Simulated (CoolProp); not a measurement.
Vapour-liquid equilibrium of n-octane (1) + ethylbenzene (2) at 370.6 K; x and y are mole fractions of (1).

The numbers come from the multi-fluid Helmholtz-energy mixture model, Beckmüller 2019 and Zhou 2012; pair parameters Bell 2016 in CoolProp.

**Question.** Give the bubble pressure and the first vapour's composition at x = 0.05, 0.2, 0.8. Is there an azeotrope?

**Answer.** x = 0.05: 32.64 kPa, y = 0.083; x = 0.2: 35.64 kPa, y = 0.284; x = 0.8: 42.26 kPa, y = 0.823. No azeotrope shows between x = 0.05 and 0.95.

The pair parameters rest on a limited set of measurements; away from them the model extrapolates.
